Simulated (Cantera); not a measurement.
borazine + O₂ (boron, boron nitride and boron oxide)

A closed system holds: 1 mol borazine, 5.9 mol O₂, held at 0.133 bar.

These are equilibrium values from Cantera (NASA tables, ideal gas, pure condensed phases), not measurements of a reactor. Candidate condensed phases: B, BN, B₂O₃, B₃O₃H₃, H₂O; 39 gas species. The feed counts by its element totals alone. Gases not in the tables: H₃BO₃. Equilibrium is a limit: real reactors are often held back by kinetics, nucleation or transport.

```csv
T (K),x H₂O,x HBO₂,x O₂,x N₂,x B₂O₃,x BO₂,x OH,n B₂O₃(l)
1698,0.321,0.175,0.292,0.204,0.00569,0.000767,0.00115,0.813
1748,0.280,0.227,0.280,0.196,0.0122,0.00146,0.00148,0.537
1798,0.233,0.282,0.267,0.186,0.0250,0.00268,0.00183,0.161
1848,0.217,0.298,0.260,0.182,0.0329,0.00391,0.00236,0
1898,0.219,0.293,0.260,0.182,0.0346,0.00506,0.00312,0
1948,0.221,0.288,0.258,0.182,0.0361,0.00645,0.00408,0
1998,0.222,0.283,0.257,0.181,0.0376,0.00810,0.00526,0
2048,0.223,0.278,0.256,0.181,0.0390,0.0101,0.00669,0
2098,0.224,0.273,0.254,0.180,0.0402,0.0123,0.00840,0
2148,0.225,0.267,0.252,0.180,0.0413,0.0149,0.0104,0
2198,0.225,0.262,0.249,0.179,0.0423,0.0179,0.0128,0
2248,0.225,0.256,0.246,0.178,0.0430,0.0213,0.0156,0
2298,0.225,0.249,0.243,0.177,0.0437,0.0250,0.0187,0
```
x: gas mole fraction; n: condensed amount in mol.

From 1698 K to 1798 K the condensed part is B₂O₃(l). From 1848 K to 2298 K nothing is condensed.
